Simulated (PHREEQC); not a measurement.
Consider water at 86 °C with 22 mmol/kgw HF, 1 mmol/kgw NaF and 0.00026 mmol/kgw H4SiO4. Closed to the air; pH follows from the charge balance.

Computed with PHREEQC (ion-association model, phreeqc.dat).

No solid was allowed to form.

Q: Predict the pH.

A: pH 2.78.

Q: In which forms is F present?

A: HF 87 %, F- 11 %, HF2- 1.9 % of the F.

Away from 25 °C the constants follow the database's enthalpies or fits; those with neither stay at their 25 °C values. SiF6-2 is the database's only silicon fluoride.
